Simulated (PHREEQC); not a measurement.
Make-up at 20 °C: 4.1 mmol/kgw NiSO4, 100 mmol/kgw NaCl and 71 mmol/kgw MnSO4. Closed to the air; pH follows from the charge balance.

Computed with PHREEQC (ion-association model, wateq4f.dat).

Each row changes one thing in this solution. This is a speciation only: nothing precipitates in the calculation.

```csv
case,pH,ionic strength (mol/kgw),SO4-2 (mol/kgw),Ni+2 (mol/kgw),NiSO4 (mol/kgw),Ni(SO4)2-2 (mol/kgw),SI of Morenosite (NiSO4:7H2O)
as made,6.41,0.282,0.0453,0.00244,0.00148,3.52e-6,-2.69
temperature from 20 to 90 °C,5.69,0.242,?,0.00248,0.00145,1.67e-6,?
MnSO4 left out,6.46,0.113,0.00327,0.00346,0.000268,5.02e-8,-3.44
0.0047 mol/kgw H2SO4 added,?,0.287,0.0452,0.00245,0.00147,3.49e-6,-2.70
temperature from 20 to 60 °C,5.93,0.255,0.0381,0.00243,0.00150,2.25e-6,-3.09
NaCl left out,6.41,0.174,0.0436,0.00230,0.00180,4.39e-6,-2.61
```

Task: Complete the blanks.

Result: 
- temperature from 20 to 90 °C, SO4-2 (mol/kgw): 0.0347
- temperature from 20 to 90 °C, SI of Morenosite (NiSO4:7H2O): -3.35
- 0.0047 mol/kgw H2SO4 added, pH: 2.46

Complexes and solids missing from the database can't appear. In wateq4f.dat the enthalpy of Ni(OH)2 has the wrong sign, so its saturation index can't be trusted away from 25 °C. At this temperature some constants are extrapolated from 25 °C, and those without enthalpy data are left unchanged.
